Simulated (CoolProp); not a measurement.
Nitrous oxide at 302.99 K and 4.18 MPa is compressed adiabatically to 26.4 MPa with isentropic efficiency 0.75. Each further row changes one setting.

The numbers come from the reference Helmholtz-energy equation of state, Lemmon 2006 in CoolProp. It is a short technical equation, of lower accuracy than the large ones.

```
case             work (kJ/kg)  final temperature (K)  final density (kg/m³)
---------------  ------------  ---------------------  ---------------------
as stated                 131                    [?]                    [?]
efficiency 1              [?]                    [?]                    374
efficiency 0.65           151                  498.4                    325
```

Question: What belongs in the gaps?

Answer: 
- as stated, final temperature (K): 484.9
- as stated, final density (kg/m³): 342
- efficiency 1, work (kJ/kg): 98.1
- efficiency 1, final temperature (K): 463.7
